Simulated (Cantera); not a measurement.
Gas activation for diamond growth

A perfectly stirred reactor is fed with CH4 : H2 : CO2 = 0.016 : 1 : 0.014 (molar parts), at 1330 Pa; it is held at 3000 K, and followed from long to short residence time.

Detailed kinetics in Cantera: GRI-Mech 3.0 (53 species, 325 reactions). Radical loss at walls, strong at low pressure, is not modelled.

| τ (s) | x CH4 | x H2 | x CO2 | x CH2 | x C2H6 | x HCO |
|---|---|---|---|---|---|---|
| 16 | 1.08e-8 | 0.274 | 7.69e-9 | 2.00e-6 | <1e-12 | 1.27e-8 |
| 3.7 | 1.71e-8 | 0.291 | 3.47e-8 | 2.49e-6 | <1e-12 | 1.39e-8 |
| 0.83 | 6.38e-8 | 0.357 | 1.84e-7 | 4.76e-6 | <1e-12 | 1.93e-8 |
| 0.19 | 8.63e-7 | 0.530 | 1.35e-6 | 1.61e-5 | <1e-12 | 4.25e-8 |
| 0.043 | 3.02e-5 | 0.764 | 1.56e-5 | 6.34e-5 | 3.65e-11 | 1.51e-7 |
| 0.0097 | 0.000392 | 0.871 | 0.000130 | 0.000140 | 3.37e-9 | 4.48e-7 |
| 0.0022 | 0.00186 | 0.905 | 0.000805 | 0.000226 | 4.79e-8 | 8.56e-7 |
x: mole fraction; the columns are a selection and need not sum to one.
